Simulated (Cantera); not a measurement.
An isothermal plug-flow reactor at 800 K and 1650 Torr (inlet), inlet velocity 0.51 m/s, active area per volume 120 1/m; feed CO : O₂ : N₂ = 0.011 : 0.18 : 0.79 (molar parts).

Detailed kinetics in Cantera: Deutschmann's 1995 Pt surface mechanism with GRI-Mech 3.0 gas chemistry. Catalytic surfaces can have several steady states; this one follows from the mechanism file's or the stated starting coverage. Mass transfer to the wall is taken as infinitely fast.

Q: Predict: x(CO) at z = 0.029 m; x(O₂) at z = 0.029 m; x(CO₂) at z = 0.029 m; θ(free Pt) at the exit; θ(O*) at the exit.

A: 
- x(CO) at z = 0.029 m = 0.00197
- x(O₂) at z = 0.029 m = 0.180
- x(CO₂) at z = 0.029 m = 0.00929
- θ(free Pt) at the exit = 0.0223
- θ(O*) at the exit = 0.977
